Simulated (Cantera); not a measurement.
What does this Cantera script print?

```python
import numpy as np
import cantera as ct

gas_names = """
    O
""".split()
cond_names = """
    CaO(s) CaO(L) Ca(a) Ca(b) Ca(L)
""".split()


# ... load() reads the species with a 1 bar reference pressure and builds the phases ...
species = {s.name: s for s in load("nasa_gas.yaml", gas_names) + load("nasa_condensed.yaml", cond_names)}
# Each term lists the table entries of one substance; the one whose range holds T is used.
reactions = {
    'CaO = Ca + O(g)':
        [(-1, ['CaO(s)', 'CaO(L)']), (1, ['Ca(a)', 'Ca(b)', 'Ca(L)']), (1, ['O'])],
}


def pick(names, T):
    return next(species[n] for n in names if species[n].thermo.min_temp <= T <= species[n].thermo.max_temp)


results = []
for label, terms in reactions.items():
    print(label)
    print("     T/K   dH/kJ  dS/(J/K)   dG/kJ   log10 K")
    for T in [1225, 1250, 1275, 1300, 1325, 1350, 1375]:
        used = [(nu, pick(names, T)) for nu, names in terms]
        dH = sum(nu * s.thermo.h(T) for nu, s in used) / 1e6
        dS = sum(nu * s.thermo.s(T) for nu, s in used) / 1e3
        dG = dH - T * dS / 1e3
        logK = -dG * 1e6 / (ct.gas_constant * T * np.log(10))
        results.append((label, T, dH, dS, dG, logK, [s.name for _, s in used]))
        print(f"{T:8g} {dH:8.1f} {dS:8.1f} {dG:8.1f} {logK:8.2f}")
```

It prints:

```
CaO = Ca + O(g)
     T/K   dH/kJ  dS/(J/K)   dG/kJ   log10 K
    1225    894.7    176.2    678.8   -28.95
    1250    894.8    176.3    674.4   -28.18
    1275    894.9    176.4    670.0   -27.45
    1300    895.0    176.5    665.6   -26.74
    1325    895.1    176.5    661.2   -26.07
    1350    895.2    176.6    656.8   -25.41
    1375    895.3    176.7    652.4   -24.78
```

Standard-state values (1 bar) from the NASA 1993 polynomials, evaluated with Cantera. Condensed species are held in their standard states even where they would react or evaporate.
